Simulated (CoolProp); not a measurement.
R245ca along the isotherm 450 K: fugacity coefficient from the reference equation and from simpler models built on Tc = 447.6 K, pc = 3941 kPa, ω = 0.355; each cubic takes its own stable root.

Values from CoolProp's reference Helmholtz-energy equation of state, Zhou 2016.

```json
[
 {"p (kPa)": "909", "phase": "gas", "reference": "0.9217", "van der Waals": "0.9327", "Soave-Redlich-Kwong": "0.9240", "Peng-Robinson": "0.9159"},
 {"p (kPa)": "1820", "phase": "gas", "reference": "0.8455", "van der Waals": "0.8656", "Soave-Redlich-Kwong": "0.8495", "Peng-Robinson": "0.8351"},
 {"p (kPa)": "2730", "phase": "gas", "reference": "0.7703", "van der Waals": "0.7978", "Soave-Redlich-Kwong": "[?]", "Peng-Robinson": "0.7566"},
 {"p (kPa)": "3640", "phase": "gas", "reference": "0.6929", "van der Waals": "0.7267", "Soave-Redlich-Kwong": "0.7008", "Peng-Robinson": "0.6783"},
 {"p (kPa)": "4550", "phase": "supercritical", "reference": "0.5987", "van der Waals": "0.6368", "Soave-Redlich-Kwong": "[?]", "Peng-Robinson": "0.5883"},
 {"p (kPa)": "5450", "phase": "supercritical", "reference": "0.5203", "van der Waals": "0.5631", "Soave-Redlich-Kwong": "0.5362", "Peng-Robinson": "0.5137"},
 {"p (kPa)": "6360", "phase": "supercritical", "reference": "0.4630", "van der Waals": "0.5094", "Soave-Redlich-Kwong": "0.4808", "Peng-Robinson": "0.4586"},
 {"p (kPa)": "7270", "phase": "supercritical", "reference": "0.4200", "van der Waals": "0.4692", "Soave-Redlich-Kwong": "0.4390", "Peng-Robinson": "0.4170"},
 {"p (kPa)": "8180", "phase": "supercritical", "reference": "[?]", "van der Waals": "0.4384", "Soave-Redlich-Kwong": "0.4065", "Peng-Robinson": "[?]"},
 {"p (kPa)": "9090", "phase": "supercritical", "reference": "0.3602", "van der Waals": "0.4141", "Soave-Redlich-Kwong": "[?]", "Peng-Robinson": "0.3586"},
 {"p (kPa)": "10000", "phase": "supercritical", "reference": "0.3387", "van der Waals": "0.3948", "Soave-Redlich-Kwong": "0.3596", "Peng-Robinson": "0.3375"}
]
```

Q: Fill in the missing entries.

A: 
- 2730, Soave-Redlich-Kwong: 0.7759
- 4550, Soave-Redlich-Kwong: 0.6114
- 8180, reference: 0.3867
- 8180, Peng-Robinson: 0.3845
- 9090, Soave-Redlich-Kwong: 0.3806
